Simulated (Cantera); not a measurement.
A freely propagating, adiabatic, planar premixed flame of 6.93 % CH₄, 0.326 % H₂, 15.2 % O₂, 72.0 % N₂, 5.47 % H₂O, equivalence ratio 0.92, unburnt at 325 K and 135 Torr; mixture-averaged transport, grid criteria slope 0.08 and curve 0.16, no radiation.

Model: GRI-Mech 3.0 (53 species, 325 reactions), integrated in Cantera. Burning velocities carry a grid error of a few per cent, more on coarse grids.

Task: Predict: laminar burning velocity; thermal thickness; peak x(CH₂); peak x(H₂O₂).

Result: 
```json
{
  "laminar_burning_velocity": "34.1 cm/s",
  "thermal_thickness": "2.79 mm",
  "peak x(CH₂)": "1.55e-5",
  "peak x(H₂O₂)": "1.04e-5"
}
```
